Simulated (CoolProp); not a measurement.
A single-stage vapour-compression cycle with the fluid: evaporating at 237.15 K (dew point), condensing at 291.15 K (bubble point), superheat 2 K, subcooling 2 K, compressor efficiency 0.65, no pressure losses. The same conditions are run with several fluids, on thermodynamics alone (safety and materials aside).

The numbers come from the reference Helmholtz-energy equation of state of each fluid (CH3F (R41): Lemmon 2006; R227EA: Lemmon 2016; R507A: Lemmon 2003; R404A: Lemmon 2003; hydrogen chloride: Thol 2018; trans-2-butene: Lemmon 2005) in CoolProp. Blends and air are pseudo-pure fits.

| fluid | cooling COP | pressure ratio | discharge temperature (K) | refrigerating effect (kJ/kg) | volumetric capacity (kJ/m³) |
|---|---|---|---|---|---|
| CH3F (R41) | 2.01 | 4.87 | 378.5 | 293 | 3840 |
| R227EA | (withheld) | 9.17 | 299.1 | 84.3 | 294 |
| R507A | 2.13 | 6.42 | 319.8 | 121 | 1060 |
| R404A | 2.11 | 6.63 | 321.7 | 125 | (withheld) |
| hydrogen chloride | 2.02 | 4.58 | 417.6 | 282 | 5180 |
| trans-2-butene | (withheld) | 9.71 | (withheld) | 326 | 179 |

Problem. Fill in the missing entries.

Solution. 
- R227EA, cooling COP: 2.09
- R404A, volumetric capacity (kJ/m³): 1020
- trans-2-butene, cooling COP: 2.39
- trans-2-butene, discharge temperature (K): 332.2
